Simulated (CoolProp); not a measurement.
Computed with CoolProp (reference Helmholtz-energy equation of state, Wagner 2002).

Question: For water, give the phase and the isothermal compressibility (1/MPa), fugacity coefficient at 166.15 °C and 100 MPa; 192.55 °C and 100 MPa; 403.65 °C and 100 MPa.

Answer: 
- 166.15 °C and 100 MPa: liquid; isothermal compressibility 0.000456, fugacity coefficient 0.0116
- 192.55 °C and 100 MPa: liquid; isothermal compressibility 0.000511, fugacity coefficient 0.0204
- 403.65 °C and 100 MPa: supercritical; isothermal compressibility 0.00219, fugacity coefficient 0.270
